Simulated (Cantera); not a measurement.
Cantera run, input and output.

```python
import numpy as np
import cantera as ct

gas = ct.Solution("gri30.yaml")
gas.TPX = 975, 560000, {'CO': 0.021, 'O2': 0.0082, 'H2O': 0.0079, 'N2': 1}
reactor = ct.IdealGasConstPressureReactor(gas, energy="off", clone=False)
net = ct.ReactorNet([reactor])
net.rtol, net.atol = 1e-08, 1e-18
show = ['CO', 'O2', 'H2O', 'OH', 'NO']
times = np.geomspace(0.0007, 20, 9)

steps = ct.SolutionArray(gas, extra=["t"])
rows = []
print(f"{'t/s':>10s}{'T/K':>9s}{'P/Pa':>11s}" + "".join(f"{s:>11s}" for s in show))
for t in times:
    while net.time < t:
        t_next = net.step()
        steps.append(gas.state, t=t_next)
    rows.append([np.interp(t, steps.t, y) for y in (steps.T, steps.P, *steps(*show).X.T)])
    print(f"{t:10.3e}{rows[-1][0]:9.1f}{rows[-1][1]:11.4g}" + "".join(f"{x:11.3e}" for x in rows[-1][2:]))
rate = np.gradient(steps.T, steps.t)
print("integrator steps:", len(steps.t))
if steps.T.max() > steps.T[0] + 200:
    print(f"time of steepest temperature rise: {steps.t[rate.argmax()]:.4e} s")
gas.TPX = 975, 560000, {'CO': 0.021, 'O2': 0.0082, 'H2O': 0.0079, 'N2': 1}
gas.equilibrate("TP")
print(f"equilibrium (TP): T = {gas.T:.1f} K  " + "  ".join(f"{s} {gas[s].X[0]:.3e}" for s in show))
```

Output:

```
       t/s      T/K       P/Pa         CO         O2        H2O         OH         NO
 7.000e-04    975.0    5.6e+05  2.025e-02  7.907e-03  7.617e-03  1.300e-12  9.623e-21
 2.524e-03    975.0    5.6e+05  2.025e-02  7.907e-03  7.617e-03  3.112e-12  5.491e-20
 9.101e-03    975.0    5.6e+05  2.025e-02  7.907e-03  7.617e-03  1.099e-11  4.206e-19
 3.282e-02    975.0    5.6e+05  2.025e-02  7.906e-03  7.617e-03  6.947e-11  1.067e-17
 1.183e-01    975.0    5.6e+05  2.021e-02  7.889e-03  7.617e-03  1.947e-09  5.943e-15
 4.266e-01    975.0    5.6e+05  1.941e-02  7.489e-03  7.614e-03  5.844e-09  5.431e-13
 1.538e+00    975.0    5.6e+05  1.634e-02  5.957e-03  7.610e-03  6.176e-09  9.143e-12
 5.547e+00    975.0    5.6e+05  9.283e-03  2.430e-03  7.621e-03  4.952e-09  1.133e-10
 2.000e+01    975.0    5.6e+05  4.438e-03  4.192e-05  7.561e-03  4.754e-10  4.628e-10
integrator steps: 877
equilibrium (TP): T = 975.0 K  CO 2.876e-03  O2 4.362e-21  H2O 6.083e-03  OH 1.345e-13  NO 3.799e-15
```

Detailed kinetics in Cantera: GRI-Mech 3.0 (53 species, 325 reactions).
